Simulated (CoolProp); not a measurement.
R1234ze(E) along the isotherm 43.15 °C: density (kg/m³) from the reference equation and from simpler models built on Tc = 109.4 °C, pc = 3635 kPa, ω = 0.313; each cubic takes its own stable root.

Computed with CoolProp (reference Helmholtz-energy equation of state, Thol 2016).

```csv
p (kPa),phase,reference,van der Waals,Redlich-Kwong
1250,liquid,1103,67.29,910.6
2500,liquid,(withheld),(withheld),931.4
3750,liquid,1120,(withheld),949.2
5000,liquid,1128,701.3,964.9
6250,liquid,1135,714.4,979.0
7500,liquid,1141,725.6,991.8
8750,liquid,1148,735.6,(withheld)
10000,liquid,1154,744.5,1014
11200,liquid,1159,752.3,1024
12500,liquid,1165,760.0,1034
13800,liquid,1171,767.1,1043
15000,liquid,1176,773.1,1051
```

**Question.** Fill in the missing entries.

**Answer.** 
- 2500, reference: 1112
- 2500, van der Waals: 666.5
- 3750, van der Waals: 685.8
- 8750, Redlich-Kwong: 1004

At some of these states van der Waals gives the other phase, because its saturation line lies elsewhere.
